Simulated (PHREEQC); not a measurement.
Make-up at 25 °C: 0.003 mol Li2SO4 per kg of water. Closed to the air; pH follows from the charge balance.

Computed with PHREEQC (Pitzer model, pitzer.dat).

No solid was allowed to form.

### Question
Predict the specific conductance, osmotic coefficient.

### Answer
specific conductance 638 µS/cm; osmotic coefficient 0.938.

Complexes and solids missing from the database can't appear.
